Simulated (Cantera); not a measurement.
Charge: 1 mol SiCl4, 34 mol H2, at 1323 K and 24.8 Torr.

Cantera equilibrium calculation (NASA polynomials, part measured and part estimated; ideal gas, pure solids and liquids). Candidate condensed phases: Si; 19 gas species. The tables' values for SiCl3 are old estimates; treat these amounts as uncertain. Equilibrium is a limit: real reactors are often held back by kinetics, nucleation or transport.

Base state: H2 0.912, HCl 0.0698, SiCl2 0.0146, SiCl3 0.00177, SiCl4 0.00117, SiHCl3 0.000776, SiH2Cl2 7.37e-5 (mole fractions); condensed: Si(s).

Problem. What changes in the equilibrium state with this change: H2 from 34 to 210 mol?

Solution. 
```csv
species,before,after
H2,0.912,0.982
HCl,0.0698,0.0171
SiCl2,0.0146,0.000815
SiCl4,0.00117,3.65e-6
SiCl3,0.00177,2.33e-5
"Si(s), mol",0.340,0.818
```
